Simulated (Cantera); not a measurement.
Feed: 1 mol ZrN, 1.6 mol H2, at 1000 Pa.

Equilibrium computed with Cantera from the NASA thermochemical tables; the gas is ideal and each condensed phase is pure. Candidate condensed phases: Zr, ZrN; 11 gas species. ZrN: taken at fixed stoichiometry. Kinetics and transport are ignored. All values below are at 2173 K.

Base state: H2 0.953, H 0.0471 (mole fractions); condensed: ZrN(s).

### Question
What changes in the equilibrium state with this change: pressure from 1000 Pa to 10000 Pa?

### Answer
| species | before | after |
|---|---|---|
| H2 | 0.953 | 0.985 |
| H | 0.0471 | 0.0151 |
| ZrN(s), mol | 1.000 | 1.000 |
